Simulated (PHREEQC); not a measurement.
Consider water at 35 °C with 0.087 mol TMAH and 7.2e-06 mol CO2 per kg of water. Closed to the air; pH follows from the charge balance.

The numbers come from PHREEQC with the ion-association model, phreeqc.dat.

This is a speciation only: nothing precipitates in the calculation.

Q: Predict the pH.

A: pH 12.51.

(CH3)4N+ isn't in the database: it is added as a free cation with an ion size of 4 Å.
